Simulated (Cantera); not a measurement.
A closed system holds: 1 mol Cu2O, 0.34 mol CH4, 0.087 mol CO, at 1452 °C and 0.645 Torr.

Method: chemical equilibrium by Gibbs-energy minimisation in Cantera with the NASA 1993 tables (ideal gas, pure condensed phases). Candidate condensed phases: C, C6H6, C7H8, C8H18, Cu, CuO, Cu(OH)2, Cu2O, H2O; 113 gas species. Rates play no part.

Base state: H2O 0.325, Cu 0.254, CO 0.168, H2 0.131, CO2 0.119, H 0.00229, Cu2 0.000347, OH 0.000313 (mole fractions); condensed: Cu(l).

**Question.** What changes in the equilibrium state with this change: CH4 from 0.34 to 2.8 mol?

**Answer.** 
```tsv
species	before	after
H2	0.131	0.641
Cu	0.254	0.229
CO	0.168	0.125
H2O	0.325	2.89e-8
CO2	0.119	1.60e-9
OH	0.000313	<1e-9
C2H2 (acetylene)	<1e-9	5.90e-5
H	0.00229	0.00507
Cu2	0.000347	0.000282
Cu(l), mol	1.62	0
C(graphite), mol	0	1.80
```

**Question.** What changes in the equilibrium state with this change: pressure from 0.645 Torr to 4.13 Torr?

**Answer.** 
```tsv
species	before	after
H2O	0.325	0.419
CO	0.168	0.217
H2	0.131	0.170
Cu	0.254	0.0398
CO2	0.119	0.153
Cu2	0.000347	5.43e-5
OH	0.000313	0.000140
H	0.00229	0.00103
Cu(l), mol	1.62	1.95
```
